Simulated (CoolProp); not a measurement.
Computed with CoolProp (reference Helmholtz-energy equation of state, Gao 2022).

Q: Give the vapour pressure (kPa), liquid density (kg/m³), enthalpy of vaporisation (kJ/kg), liquid cp (kJ/(kg K)) of saturated n-perfluoropentane at 318.1 K.

A: 
```csv
T (K),p (kPa),liquid density (kg/m³),enthalpy of vaporisation (kJ/kg),liquid cp (kJ/(kg K))
318.1,174,1540,85.8,1.09
```
